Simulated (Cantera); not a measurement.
A closed system holds: 1 mol H2S, 0.37 mol SO2, held at 702 °C and 7.40 bar.

These are equilibrium values from Cantera (NASA tables, ideal gas, pure condensed phases), not measurements of a reactor. Candidate condensed phases: H2O, H2SO4, S; 19 gas species. Gases not in the tables: S3 to S7. Rates play no part.

What is the equilibrium state?

x(H2O): 0.354
x(H2S): 0.325
x(S2): 0.235
x(SO2): 0.0704
x(S2O): 0.00870
x(S8): 0.00623
x(H2): 0.00138
x(SH): 1.17e-5
x(SO): 5.07e-6
gas amount: 1.470 mol
log10 activity of S(l) (absent): -0.18
log10 activity of H2SO4(l) (absent): -11.10
